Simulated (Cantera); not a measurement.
## Premixed flame

A freely propagating, adiabatic, planar premixed flame of CO : H₂ : O₂ : N₂ = 1 : 0.13 : 0.514 : 1.93 (molar parts), equivalence ratio 1.1, unburnt at 348 K and 5.80 bar; mixture-averaged transport, grid criteria slope 0.08 and curve 0.16, no radiation.

Detailed kinetics in Cantera: GRI-Mech 3.0 (53 species, 325 reactions). The hydrogen kinetics of GRI-Mech 3.0 are dated; newer H2 mechanisms differ, most at raised pressure. Burning velocities carry a grid error of a few per cent, more on coarse grids.

| z (mm) | T (K) | u (m/s) | x CO | x H₂ | x O₂ | x NO₂ | x NO | x H₂O |
|---|---|---|---|---|---|---|---|---|
| -0.286 | 348 | 0.537 | 0.280 | 0.0362 | 0.144 | <1e-8 | <1e-8 | 1.51e-7 |
| -0.191 | 348 | 0.537 | 0.280 | 0.0356 | 0.144 | <1e-8 | <1e-8 | 3.04e-6 |
| -0.143 | 349 | 0.537 | 0.280 | 0.0346 | 0.144 | <1e-8 | <1e-8 | 1.88e-5 |
| -0.0953 | 354 | 0.543 | 0.281 | 0.0316 | 0.144 | 1.11e-8 | <1e-8 | 0.000184 |
| -0.0476 | 483 | 0.734 | 0.277 | 0.0219 | 0.141 | 4.66e-7 | 2.19e-7 | 0.00417 |
| -0.0238 | 876 | 1.31 | 0.252 | 0.0140 | 0.124 | 3.37e-7 | 3.17e-6 | 0.0149 |
| 0 | 1373 | 2.01 | 0.202 | 0.00648 | 0.0909 | 5.18e-8 | 1.07e-5 | 0.0274 |
| 0.0238 | 1695 | 2.41 | 0.153 | 0.00296 | 0.0605 | 5.62e-8 | 2.31e-5 | 0.0312 |
| 0.0476 | 1880 | 2.63 | 0.122 | 0.00249 | 0.0443 | 6.50e-8 | 3.67e-5 | 0.0305 |
| 0.0953 | 2068 | 2.85 | 0.0975 | 0.00246 | 0.0323 | 8.22e-8 | 5.98e-5 | 0.0310 |
| 0.191 | 2225 | 3.03 | 0.0818 | 0.00207 | 0.0245 | 1.13e-7 | 9.56e-5 | 0.0335 |
| 0.381 | 2341 | 3.16 | 0.0690 | 0.00166 | 0.0182 | 1.49e-7 | 0.000155 | 0.0355 |
| 0.762 | 2426 | 3.25 | 0.0585 | 0.00135 | 0.0131 | 1.80e-7 | 0.000256 | 0.0368 |
x: mole fraction of selected species; z is measured from the peak of heat release.

```yaml
laminar_burning_velocity: 53.7 cm/s
thermal_thickness: 0.0953 mm
grid_points: 121
```
